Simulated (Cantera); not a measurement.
Input: 1 mol SiH₄, 0.17 mol H₂O, 0.38 mol H₂, held at 1875 °C and 0.370 bar.

Method: chemical equilibrium by Gibbs-energy minimisation in Cantera with the NASA 1993 tables (ideal gas, pure condensed phases). Candidate condensed phases: H₂O, Si, SiO₂; 18 gas species. Gases not in the tables: Si₂H₆ and higher silanes. Equilibrium is a limit: real reactors are often held back by kinetics, nucleation or transport.

Base state: H₂ 0.930, SiO 0.0622, H 0.00661, Si 0.000594, SiH₂ 0.000216, SiH 0.000171, H₂O 1.04e-5 (mole fractions); condensed: Si(l).

**Question.** What changes in the equilibrium state with this change: pressure from 0.370 bar to 16.0 mbar?

**Answer.** 
```
species       before     after
----------  --------  --------
H₂             0.930     0.893
SiO           0.0622    0.0606
H            0.00661    0.0311
Si          0.000594    0.0137
H₂O          1.04e-5   4.19e-7
Si₂          8.57e-6  0.000198
Si(l), mol     0.827     0.787
```
